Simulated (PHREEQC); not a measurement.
0.11 g of hydrous ferric oxide (600 m²/g; 0.2 weak and 0.005 strong sites per Fe, Dzombak-Morel constants, diffuse double layer) in 1 kg of water with 0.005 mol/kgw of an inert sodium salt and 0.00028 mol/kgw BaCl2, 3.4e-07 mol/kgw SrCl2 and 3.2e-06 mol/kgw NaF, at 25 °C; the pH is set by adding NaOH or the inert anion's acid. Oxygen is held at 0.21 atm. The system is closed to CO2. Nothing may precipitate in this run.

All values are PHREEQC results (ion-association model, wateq4f.dat), not measurements.

Question: Predict Ba sorbed (%), Sr sorbed (%), F sorbed (%), surface charge σ (C/m²) at pH = 4.38, 6.62.

Answer: 
```
pH    Ba sorbed (%)  Sr sorbed (%)  F sorbed (%)  surface charge σ (C/m²)
----  -------------  -------------  ------------  -----------------------
4.38            0.0            0.0          88.2                    0.147
6.62            0.2            0.1          15.8                    0.021
```
